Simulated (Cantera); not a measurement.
Mixture: H2 : O2 : N2 = 1 : 0.893 : 3.36 (molar parts), equivalence ratio 0.56, at 1.01 bar, adiabatic and at constant volume. Ignition delay is the time to a rise of 400 K.

Detailed kinetics in Cantera: the H2/O2 subset of GRI-Mech 3.0, which has no nitrogen chemistry. Where the delays flatten at high temperature, the 400 K rule measures the pace of heat release, not the induction time.

Predict: delay at 1173 K; delay at 1273 K; delay at 1373 K; delay at 1473 K.


```
Item               Value
---------------  -------
delay at 1173 K  53.7 µs
delay at 1273 K  33.3 µs
delay at 1373 K  23.8 µs
delay at 1473 K  19.0 µs
```
